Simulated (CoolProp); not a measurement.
A closed Brayton cycle with carbon dioxide: compressor inlet 315.15 K and 10 MPa, high pressure 30.3 MPa, turbine inlet 845 K, compressor efficiency 0.8, turbine efficiency 0.93, recuperator effectiveness 0.8 (on enthalpy, no pinch check). Each further row changes one setting.

The numbers come from the reference Helmholtz-energy equation of state, Span 1996 in CoolProp.

| case | thermal efficiency (%) | net work (kJ/kg) | compressor to turbine work | compressor exit (K) | turbine exit (K) |
|---|---|---|---|---|---|
| as stated | 32.5 | 116 | 0.25 | 359.5 | 705.9 |
| turbine inlet 795 K | 31.4 | 105 | 0.26 | 359.5 | 660.9 |
| compressor inlet 325.15 K | 31.3 | 101 | 0.34 | 401.6 | 705.9 |
| high pressure 25.8 MPa | 30.5 | 103 | 0.23 | 352.1 | 725.5 |
| recuperator effectiveness 0.5 | 24.0 | 116 | 0.25 | 359.5 | 705.9 |
